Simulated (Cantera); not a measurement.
What does this Cantera script print?

```python
import numpy as np
import cantera as ct

gas_names = """
    C CH CH2 CH3 CH2OH CH3O CH4 CH3OH CN CO CO2 COOH C2 C2H CHCO,ketyl C2H2,acetylene C2H2,vinylidene
    CH2CO,ketene C2H3,vinyl CH3CN CH3CO,acetyl C2H4 C2H4O,ethylen CH3CHO,ethanal CH3COOH (HCOOH)2 C2H5
    C2H6 CH3OCH3 C2H5OH CCN CNC C2N2 C2O C3 C3H3,propargyl C3H4,allene C3H4,propyne C3H4,cyclo-
    C3H5,allyl C3H6,propylene C3H6,cyclo- C3H6O C3H7,n-propyl C3H7,i-propyl C3H8 C3H8O,1propanol
    C3H8O,2propanol C3O2 C4 C4H2 C4H4,1,3-cyclo- C4H6,butadiene C4H6,2-butyne C4H6,cyclo- C4H8,1-butene
    C4H8,cis2-buten C4H8,tr2-butene C4H8,isobutene C4H8,cyclo- (CH3COOH)2 C4H9,n-butyl C4H9,i-butyl
    C4H9,s-butyl C4H9,t-butyl C4H10,isobutane C4H10,n-butane C4N2 C5 C5H6,1,3cyclo- C5H8,cyclo-
    C5H10,1-pentene C5H10,cyclo- C5H11,pentyl C5H11,t-pentyl C5H12,n-pentane C5H12,i-pentane
    CH3C(CH3)2CH3 C6H2 C6H5,phenyl C6H5O,phenoxy C6H6 C6H5OH,phenol C6H10,cyclo- C6H12,1-hexene
    C6H12,cyclo- C6H13,n-hexyl C7H7,benzyl C7H8 C7H8O,cresol C7H14,1-heptene C7H15,n-heptyl
    C7H16,n-heptane C8H8,styrene C8H10,ethylbenz C8H16,1-octene C8H17,n-octyl C8H18,isooctane
    C8H18,n-octane C9H19,n-nonyl C10H8,naphthale C10H21,n-decyl C12H9,o-bipheny C12H10,bipheny H HCN HCO
    HCCN HNC HNCO HNO HNO2 HNO3 HO2 H2 HCHO,formaldehy HCOOH H2O H2O2 N NCO NH NH2 NH3 NH2OH NO NO2 NO3
    N2 N2H2 N2H4 N2O O OH O2 O3 Si SiC SiC2 SiC4H12 SiH SiH2 SiH3 SiH4 SiN SiO SiO2 Si2 Si2C Si2N Si3
""".split()
cond_names = """
    C(gr) C6H6(L) C7H8(L) C8H18(L),n-octa H2O(s) H2O(L) Si(cr) Si(L) SiC(b) SiO2(Lqz) SiO2(hqz) SiO2(L)
    Si2N2O(s) Si3N4(a)
""".split()


def load(file, names, dense=False):
    # The tables refer to 1 bar. Condensed volumes are neglected.
    table = {s.name: s for s in ct.Species.list_from_file(file)}
    out = []
    for n in names:
        d = dict(table[n].input_data)
        d["thermo"] = dict(d["thermo"], **{"reference-pressure": 1e5})
        if dense:
            d["equation-of-state"] = {"model": "constant-volume", "density": "1e6 g/cm^3"}
        out.append(ct.Species.from_dict(d))
    return out


gas = ct.Solution(thermo="ideal-gas", species=load("nasa_gas.yaml", gas_names))
cond = {s.name: ct.Solution(thermo="fixed-stoichiometry", species=[s], name=s.name)
        for s in load("nasa_condensed.yaml", cond_names, dense=True)}
atoms = {
    'HMDSO': {'Si': 2, 'C': 6, 'H': 18, 'O': 1},
    'N2O': {'N': 2, 'O': 1},
    'H2': {'H': 2},
}
top_T = {'C(gr)': 4500, 'SiC(b)': 3050, 'Si2N2O(s)': 2100, 'Si3N4(a)': 2400}  # K; cautious upper limits of use, not melting points


def equilibrate(T, P, feed):
    n = {}
    for name, mol in feed.items():
        for a, k in atoms[name].items():
            n[a] = n.get(a, 0.0) + k * mol
    gas.TPX = T, P, n
    mass = sum(n.values()) * gas.mean_molecular_weight
    gas.equilibrate("TP")
    valid = [c for c in cond.values() if c.min_temp <= T <= top_T.get(c.name, c.max_temp)]
    mix = ct.Mixture([(gas, mass / gas.mean_molecular_weight)] + [(c, 0.0) for c in valid])
    mix.T, mix.P = T, P
    mix.equilibrate("TP", solver="vcs", rtol=1e-11, max_steps=5000)
    return mix


results = []
feed = {'HMDSO': 1, 'N2O': 0.11, 'H2': 76}  # mol
P = 130  # Pa
for T in [1173, 1198, 1223, 1248, 1273, 1298, 1323, 1348, 1373, 1398]:
    mix = equilibrate(T, P, feed)
    results.append((T, P, feed, dict(zip(mix.species_names, mix.species_moles))))
    x = sorted(zip(gas.X, gas.species_names), reverse=True)
    print(f"T = {T:g} K  P = {P:g} Pa  gas = {mix.phase_moles(0):.4g} mol")
    print("   x: " + "  ".join(f"{s} {v:.3e}" for v, s in x if v > 0.001))
    print("   condensed (mol): " + ("  ".join(f"{mix.phase(i).name} {mix.phase_moles(i):.4g}"
          for i in range(1, mix.n_phases) if mix.phase_moles(i) > 1e-12) or "none"))
```

It prints:

```
T = 1173 K  P = 130 Pa  gas = 86 mol
   x: H2 9.883e-01  CO 1.166e-02
   condensed (mol): C(gr) 3.208  SiC(b) 1.787  Si2N2O(s) 0.1065
T = 1198 K  P = 130 Pa  gas = 86.03 mol
   x: H2 9.880e-01  CO 1.179e-02
   condensed (mol): C(gr) 3.175  SiC(b) 1.809  Si2N2O(s) 0.09535
T = 1223 K  P = 130 Pa  gas = 86.11 mol
   x: H2 9.870e-01  CO 1.226e-02
   condensed (mol): C(gr) 3.049  SiC(b) 1.893  Si2N2O(s) 0.05332
T = 1248 K  P = 130 Pa  gas = 86.22 mol
   x: H2 9.858e-01  CO 1.287e-02  N2 1.274e-03
   condensed (mol): C(gr) 2.89  SiC(b) 1.999
T = 1273 K  P = 130 Pa  gas = 86.22 mol
   x: H2 9.858e-01  CO 1.287e-02  N2 1.273e-03
   condensed (mol): C(gr) 2.89  SiC(b) 1.999
T = 1298 K  P = 130 Pa  gas = 86.22 mol
   x: H2 9.858e-01  CO 1.286e-02  N2 1.272e-03
   condensed (mol): C(gr) 2.89  SiC(b) 1.999
T = 1323 K  P = 130 Pa  gas = 86.22 mol
   x: H2 9.858e-01  CO 1.286e-02  N2 1.271e-03
   condensed (mol): C(gr) 2.89  SiC(b) 1.999
T = 1348 K  P = 130 Pa  gas = 86.22 mol
   x: H2 9.858e-01  CO 1.286e-02  N2 1.270e-03
   condensed (mol): C(gr) 2.89  SiC(b) 1.999
T = 1373 K  P = 130 Pa  gas = 86.22 mol
   x: H2 9.857e-01  CO 1.286e-02  N2 1.269e-03
   condensed (mol): C(gr) 2.89  SiC(b) 1.999
T = 1398 K  P = 130 Pa  gas = 86.23 mol
   x: H2 9.857e-01  CO 1.286e-02  N2 1.267e-03
   condensed (mol): C(gr) 2.89  SiC(b) 1.999
```

Cantera equilibrium calculation (NASA polynomials, part measured and part estimated; ideal gas, pure solids and liquids). The feed counts by its element totals alone. Mutual solubility and eutectic melting of coexisting phases are not modelled.
